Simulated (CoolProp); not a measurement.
A Linde-Hampson liquefier for nitrogen: isothermal reversible compression at 250 K from 1 atm to 40 MPa, throttling to 1 atm, return gas leaving the recuperator 0 K below the feed. Each further row changes one setting.

Model: reference Helmholtz-energy equation of state, Span 2000, in CoolProp.

```json
[
 {"case": "as stated", "liquid yield per pass": "0.155", "compression work (kJ/kg of gas)": "443"},
 {"case": "high pressure 80 MPa", "liquid yield per pass": "0.108", "compression work (kJ/kg of gas)": "521"},
 {"case": "warm-end temperature 280 K", "liquid yield per pass": "0.114", "compression work (kJ/kg of gas)": "503"},
 {"case": "warm-end gap 5 K", "liquid yield per pass": "0.143", "compression work (kJ/kg of gas)": "443"}
]
```
